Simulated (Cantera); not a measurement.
Cantera with NASA thermochemical tables; ideal gases at 1 bar, condensed phases pure. Values are per mole of reaction as written; species without (g) are pure solids or liquids, kept so even where they would boil at 1 bar. TaC: taken at fixed stoichiometry.

CO2(g) + TaC = 2 CO(g) + Ta, with ΔH° = 316.6 kJ and ΔS° = 180.7 J/K at 300 K.

How far is the shortcut ΔG° ≈ ΔH°(300 K) − T·ΔS°(300 K) from the full temperature-dependent value at 2125, 2200, 2275, 2350, 2425, 2500, 2575, 2650, 2725 K?


```json
[
 {"T (K)": "2125", "shortcut (kJ)": "-67.4", "full (kJ)": "-56.5", "difference (kJ)": "-10.9", "difference in log10 K": "0.27"},
 {"T (K)": "2200", "shortcut (kJ)": "-80.9", "full (kJ)": "-68.9", "difference (kJ)": "-12.0", "difference in log10 K": "0.29"},
 {"T (K)": "2275", "shortcut (kJ)": "-94.5", "full (kJ)": "-81.3", "difference (kJ)": "-13.1", "difference in log10 K": "0.30"},
 {"T (K)": "2350", "shortcut (kJ)": "-108.0", "full (kJ)": "-93.7", "difference (kJ)": "-14.3", "difference in log10 K": "0.32"},
 {"T (K)": "2425", "shortcut (kJ)": "-121.6", "full (kJ)": "-106.1", "difference (kJ)": "-15.5", "difference in log10 K": "0.33"},
 {"T (K)": "2500", "shortcut (kJ)": "-135.1", "full (kJ)": "-118.4", "difference (kJ)": "-16.8", "difference in log10 K": "0.35"},
 {"T (K)": "2575", "shortcut (kJ)": "-148.7", "full (kJ)": "-130.6", "difference (kJ)": "-18.1", "difference in log10 K": "0.37"},
 {"T (K)": "2650", "shortcut (kJ)": "-162.2", "full (kJ)": "-142.8", "difference (kJ)": "-19.4", "difference in log10 K": "0.38"},
 {"T (K)": "2725", "shortcut (kJ)": "-175.8", "full (kJ)": "-155.0", "difference (kJ)": "-20.8", "difference in log10 K": "0.40"}
]
```
The shortcut ignores the heat-capacity change of the reaction.
